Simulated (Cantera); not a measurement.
A Cantera script and its output.

```python
import numpy as np
import cantera as ct

gas = ct.Solution("gri30.yaml")
gas.TPX = 1350, 1200, {'N2O': 1, 'O2': 0.39}
reactor = ct.IdealGasConstPressureReactor(gas, energy="off", clone=False)
net = ct.ReactorNet([reactor])
net.rtol, net.atol = 1e-08, 1e-18
show = ['N2O', 'O2', 'NO', 'N2', 'NO2', 'O']
times = np.geomspace(0.0002, 20, 14)

steps = ct.SolutionArray(gas, extra=["t"])
rows = []
print(f"{'t/s':>10s}{'T/K':>9s}{'P/Pa':>11s}" + "".join(f"{s:>11s}" for s in show))
for t in times:
    while net.time < t:
        t_next = net.step()
        steps.append(gas.state, t=t_next)
    rows.append([np.interp(t, steps.t, y) for y in (steps.T, steps.P, *steps(*show).X.T)])
    print(f"{t:10.3e}{rows[-1][0]:9.1f}{rows[-1][1]:11.4g}" + "".join(f"{x:11.3e}" for x in rows[-1][2:]))
rate = np.gradient(steps.T, steps.t)
print("integrator steps:", len(steps.t))
if steps.T.max() > steps.T[0] + 200:
    print(f"time of steepest temperature rise: {steps.t[rate.argmax()]:.4e} s")
gas.TPX = 1350, 1200, {'N2O': 1, 'O2': 0.39}
gas.equilibrate("TP")
print(f"equilibrium (TP): T = {gas.T:.1f} K  " + "  ".join(f"{s} {gas[s].X[0]:.3e}" for s in show))
```

It prints:

```
       t/s      T/K       P/Pa        N2O         O2         NO         N2        NO2          O
 2.000e-04   1350.0       1200  7.194e-01  2.806e-01  4.567e-07  7.729e-06  3.955e-14  5.308e-06
 4.849e-04   1350.0       1200  7.194e-01  2.806e-01  2.212e-06  2.139e-05  5.525e-13  9.664e-06
 1.176e-03   1350.0       1200  7.193e-01  2.806e-01  8.823e-06  6.017e-05  6.574e-12  1.339e-05
 2.850e-03   1350.0       1200  7.192e-01  2.806e-01  2.764e-05  1.609e-04  5.839e-11  1.431e-05
 6.910e-03   1350.0       1200  7.188e-01  2.807e-01  7.401e-05  4.067e-04  4.088e-10  1.433e-05
 1.675e-02   1350.0       1200  7.179e-01  2.809e-01  1.863e-04  1.002e-03  2.531e-09  1.433e-05
 4.062e-02   1350.0       1200  7.158e-01  2.813e-01  4.579e-04  2.442e-03  1.458e-08  1.433e-05
 9.848e-02   1350.0       1200  7.106e-01  2.823e-01  1.112e-03  5.911e-03  7.690e-08  1.433e-05
 2.388e-01   1350.0       1200  6.983e-01  2.848e-01  2.673e-03  1.419e-02  3.492e-07  1.433e-05
 5.789e-01   1350.0       1200  6.695e-01  2.906e-01  6.319e-03  3.352e-02  1.252e-06  1.433e-05
 1.403e+00   1350.0       1200  6.057e-01  3.034e-01  1.441e-02  7.643e-02  3.520e-06  1.432e-05
 3.403e+00   1350.0       1200  4.794e-01  3.289e-01  3.041e-02  1.613e-01  8.391e-06  1.431e-05
 8.249e+00   1350.0       1200  2.825e-01  3.685e-01  5.531e-02  2.937e-01  1.697e-05  1.426e-05
 2.000e+01   1350.0       1200  8.811e-02  4.077e-01  7.977e-02  4.244e-01  2.687e-05  1.398e-05
integrator steps: 629
equilibrium (TP): T = 1350.0 K  N2O 3.881e-09  O2 4.706e-01  NO 6.676e-04  N2 5.288e-01  NO2 9.724e-07  O 2.660e-06
```

Model: GRI-Mech 3.0 (53 species, 325 reactions), integrated in Cantera. GRI-Mech 3.0 was tuned for natural gas; its chemistry of N2O as a main component is partial and can be far from experiment. Radical loss at walls, strong at low pressure, is not modelled. The mechanism lacks the step 2 NO + O2 → 2 NO2, which can matter for NO2 below about 1400 K. The temperature is held fixed by assumption; the heat of reaction is taken as removed at once.
